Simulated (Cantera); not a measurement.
Standard-state values (1 bar) from the NASA 1993 polynomials, evaluated with Cantera. Values are per mole of reaction as written; species without (g) are pure solids or liquids, kept so even where they would boil at 1 bar.

9 Ti4O7 + N2O(g) = 12 Ti3O5 + 2 NO2(g)

| T (K) | ΔH° (kJ) | ΔS° (J/K) | ΔG° (kJ) | log10 K |
|---|---|---|---|---|
| 925 | (withheld) | (withheld) | (withheld) | (withheld) |
| 1000 | (withheld) | (withheld) | (withheld) | (withheld) |
| 1075 | 1215.3 | 304.0 | 888.5 | -43.17 |
| 1150 | (withheld) | (withheld) | (withheld) | (withheld) |
| 1225 | 1208.7 | 298.2 | 843.4 | -35.96 |
| 1300 | 1208.4 | 297.9 | 821.1 | -32.99 |
| 1375 | (withheld) | (withheld) | (withheld) | (withheld) |
| 1450 | 1214.5 | 302.3 | 776.2 | -27.96 |

**Question.** Some entries are withheld; supply them.

**Answer.** 
- 925, ΔH° (kJ): 1229.1
- 925, ΔS° (J/K): 317.9
- 925, ΔG° (kJ): 935.0
- 925, log10 K: -52.80
- 1000, ΔH° (kJ): 1221.3
- 1000, ΔS° (J/K): 309.8
- 1000, ΔG° (kJ): 911.5
- 1000, log10 K: -47.61
- 1150, ΔH° (kJ): 1211.0
- 1150, ΔS° (J/K): 300.1
- 1150, ΔG° (kJ): 865.9
- 1150, log10 K: -39.33
- 1375, ΔH° (kJ): 1210.3
- 1375, ΔS° (J/K): 299.3
- 1375, ΔG° (kJ): 798.7
- 1375, log10 K: -30.34
